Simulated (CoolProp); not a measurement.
Vapour-liquid equilibrium of R22 (1) + R123 (2) at 27.45 °C; x and y are mole fractions of (1).

The numbers come from the multi-fluid Helmholtz-energy mixture model, Kamei 1995 and Younglove 1994; pair parameters Bell 2016 in CoolProp.

```csv
x,bubble pressure (bar),y at the bubble point,dew pressure at overall composition x (bar),liquid density (mol/L)
0.05,1.431,0.324,1.048,9.698
0.2,2.838,0.699,[?],[?]
0.35,4.337,0.831,[?],10.78
0.5,5.855,0.898,1.865,11.38
0.65,7.373,0.938,2.515,[?]
0.8,8.916,0.968,3.856,12.70
0.95,10.56,0.992,7.934,13.41
```

### Question
What belongs in the gaps?

### Answer

- 0.2, dew pressure at overall composition x (bar): 1.228
- 0.2, liquid density (mol/L): 10.22
- 0.35, dew pressure at overall composition x (bar): 1.481
- 0.65, liquid density (mol/L): 12.02

No azeotrope shows between x = 0.05 and 0.95.

The pair parameters rest on a limited set of measurements; away from them the model extrapolates.
